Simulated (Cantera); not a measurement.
Charge: 1 mol CuO, 6 mol C, 1.6 mol CO, held at 2575 K and 12.8 Torr.

These are equilibrium values from Cantera (NASA tables, ideal gas, pure condensed phases), not measurements of a reactor. Kinetics and transport are ignored.

| species | before | after |
|---|---|---|
| CO | 0.722 | 0.676 |
| Cu | 0.278 | 0.287 |
| CO2 | 2.81e-8 | 0.0332 |
| O | 2.57e-9 | 0.00325 |
| O2 | <1e-9 | 0.000417 |
| C3 | 9.07e-5 | <1e-9 |
| CuO | <1e-9 | 5.25e-5 |
| C | 2.66e-5 | <1e-9 |
| Cu2 | 8.91e-5 | 9.51e-5 |
| C(graphite), mol | 5.00 | 0 |
Gas species are given as mole fractions.

**Question.** Which change was made?
A. temperature from 2575 K to 1198 K
B. pressure from 12.8 Torr to 278 Torr
C. temperature from 2575 K to 1900 K
D. C from 6 to 0.87 mol

**Answer.** D, C from 6 to 0.87 mol
